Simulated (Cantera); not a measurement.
Mixture: H2 : O2 : N2 = 1 : 0.5 : 1.88 (molar parts), equivalence ratio 1.0, at 2.20 bar, adiabatic and at constant pressure. Ignition delay is the time to a rise of 400 K.

Detailed kinetics in Cantera: the H2/O2 subset of GRI-Mech 3.0, which has no nitrogen chemistry. The hydrogen kinetics of GRI-Mech 3.0 are dated; newer H2 mechanisms differ, most at raised pressure. Where the delays flatten at high temperature, the 400 K rule measures the pace of heat release, not the induction time.

### Question
Predict: delay at 1223 K; delay at 1323 K; delay at 1423 K; delay at 1523 K; delay at 1623 K; delay at 1723 K; delay at 1823 K.

### Answer
- delay at 1223 K = 20.3 µs
- delay at 1323 K = 12.3 µs
- delay at 1423 K = 8.53 µs
- delay at 1523 K = 6.56 µs
- delay at 1623 K = 5.50 µs
- delay at 1723 K = 4.95 µs
- delay at 1823 K = 4.73 µs
